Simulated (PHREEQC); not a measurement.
Solution (25 °C): 0.13 mol ZnSO4, 5.9e-05 mol H3BO3 and 0.055 mol HCl per kg of water. Closed to the air; pH follows from the charge balance.

The numbers come from PHREEQC with the ion-association model, phreeqc.dat.

This is a speciation only: nothing precipitates in the calculation.

Q: Order these Cl species by the share of Cl that they hold, largest first: ZnCl2, Cl-, ZnCl+.

A: Cl- (95 %), ZnCl+ (4.9 %), ZnCl2 (0.23 %)

Q: Order these Zn species by the share of Zn that they hold, largest first: Zn(SO4)2-2, ZnCl+, ZnSO4, Zn+2.

A: Zn+2 (58 %), ZnSO4 (31 %), Zn(SO4)2-2 (9.0 %), ZnCl+ (2.1 %)

The pH is 1.67 and the ionic strength 0.306 mol/kgw.
